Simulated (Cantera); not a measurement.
# Premixed flame

A freely propagating, adiabatic, planar premixed flame of 50.3 % H2, 9.66 % O2, 36.4 % N2, 3.62 % H2O, equivalence ratio 2.6, unburnt at 450 K and 135 Torr; mixture-averaged transport, grid criteria slope 0.08 and curve 0.16, no radiation.

Computed with Cantera and the H2/O2 subset of GRI-Mech 3.0, which has no nitrogen chemistry. Burning velocities carry a grid error of a few per cent, more on coarse grids.

```
z (mm)  T (K)  u (m/s)   x H2      x O2   x H2O     x HO2       x O   x H2O2
------  -----  -------  -----  --------  ------  --------  --------  -------
-11.6     450     4.03  0.503    0.0966  0.0362     <1e-8     <1e-8    <1e-8
-7.72     450     4.03  0.503    0.0966  0.0362     <1e-8     <1e-8    <1e-8
-5.79     450     4.03  0.503    0.0966  0.0362     <1e-8     <1e-8    <1e-8
-3.86     450     4.03  0.503    0.0966  0.0362   1.38e-7     <1e-8    <1e-8
-1.93     469     4.18  0.501    0.0965  0.0373  0.000103   8.25e-6  3.95e-6
-0.965    671     5.87  0.473    0.0907  0.0550   5.04e-5  0.000138  4.35e-6
0        1025     8.73  0.380    0.0587   0.127   1.69e-5   0.00173  1.62e-7
0.965    1251     10.6  0.297    0.0109   0.219   2.85e-6   0.00137  8.53e-8
1.93     1337     11.3  0.285   0.00117   0.239   2.84e-7  0.000464  5.25e-8
3.86     1422     12.0  0.291  0.000147   0.242   3.40e-8  0.000337  5.24e-8
7.72     1516     12.7  0.300  0.000108   0.244   2.37e-8  0.000289  4.78e-8
15.4     1614     13.4  0.310   7.69e-5   0.246   1.66e-8  0.000213  3.46e-8
30.9     1704     14.0  0.319   4.62e-5   0.248   1.05e-8  0.000132  2.04e-8
```
x: mole fraction of selected species; z is measured from the peak of heat release.

```yaml
laminar_burning_velocity: 403 cm/s
thermal_thickness: 3.86 mm
peak x(HO2): 0.000105
peak x(O): 0.00216
peak x(H2O2): 7.31e-6
grid_points: 143
```
